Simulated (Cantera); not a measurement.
Feed: 1 mol Cu₂O, 1.2 mol CO, 3.2 mol H₂, 0.38 mol CH₄, held at 2175 K and 7130 Torr.

Equilibrium computed with Cantera from the NASA thermochemical tables; the gas is ideal and each condensed phase is pure. Candidate condensed phases: C, C₆H₆, C₇H₈, C₈H₁₈, Cu, CuO, Cu(OH)₂, Cu₂O, H₂O; 113 gas species. Equilibrium is a limit: real reactors are often held back by kinetics, nucleation or transport.

Base state: H₂ 0.610, CO 0.276, H₂O 0.103, CO₂ 0.00893, Cu 0.00201, H 0.00124, OH 2.80e-5, Cu₂ 1.43e-5 (mole fractions); condensed: Cu(l).

**Question.** What changes in the equilibrium state with this change: temperature from 2175 K to 923.15 K?

**Answer.** 
```tsv
species	before	after
H₂	0.610	0.316
H₂O	0.103	0.287
CH₄	9.43e-7	0.220
CO	0.276	0.0621
CO₂	0.00893	0.115
Cu	0.00201	<1e-9
H	0.00124	<1e-9
OH	2.80e-5	<1e-9
Cu₂	1.43e-5	<1e-9
C₂H₆	<1e-9	1.30e-5
Cu(l), mol	1.99	0
C(graphite), mol	0	0.0713
Cu(s), mol	0	2.00
```

**Question.** What changes in the equilibrium state with this change: temperature from 2175 K to 2500 K?

**Answer.** 
| species | before | after |
|---|---|---|
| H₂ | 0.610 | 0.594 |
| CO | 0.276 | 0.272 |
| H₂O | 0.103 | 0.102 |
| Cu | 0.00201 | 0.0181 |
| H | 0.00124 | 0.00629 |
| Cu₂ | 1.43e-5 | 0.000280 |
| OH | 2.80e-5 | 0.000223 |
| CO₂ | 0.00893 | 0.00750 |
| Cu(l), mol | 1.99 | 1.89 |

**Question.** What changes in the equilibrium state with this change: temperature from 2175 K to 2348 K?

**Answer.** 
```tsv
species	before	after
H₂	0.610	0.604
CO	0.276	0.275
H₂O	0.103	0.103
Cu	0.00201	0.00701
H	0.00124	0.00311
Cu₂	1.43e-5	7.78e-5
OH	2.80e-5	9.10e-5
CO₂	0.00893	0.00811
Cu(l), mol	1.99	1.96
```
